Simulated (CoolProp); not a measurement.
A single-stage vapour-compression cycle with propane: evaporating at 193.15 K (dew point), condensing at 223.15 K (bubble point), superheat 5 K, subcooling 0 K, compressor efficiency 0.9, no pressure losses. Each further row changes one setting.

The numbers come from the reference Helmholtz-energy equation of state, Lemmon 2009 in CoolProp.

| case | cooling COP | pressure ratio | discharge temperature (K) | refrigerating effect (kJ/kg) | volumetric capacity (kJ/m³) |
|---|---|---|---|---|---|
| as stated | 5.16 | 5.41 | 256.6 | 404 | 142 |
| evaporating temperature 198.15 K | 6.48 | 3.92 | 250.7 | 410 | 195 |
| condensing temperature 218.15 K | 6.30 | 4.23 | 247.8 | 415 | 146 |
| subcooling 5 K | 5.30 | 5.41 | 256.6 | 415 | 146 |
| superheat 15 K | 5.08 | 5.41 | 267.5 | 417 | 140 |
| compressor efficiency 0.8 | 4.59 | 5.41 | 263.1 | 404 | 142 |
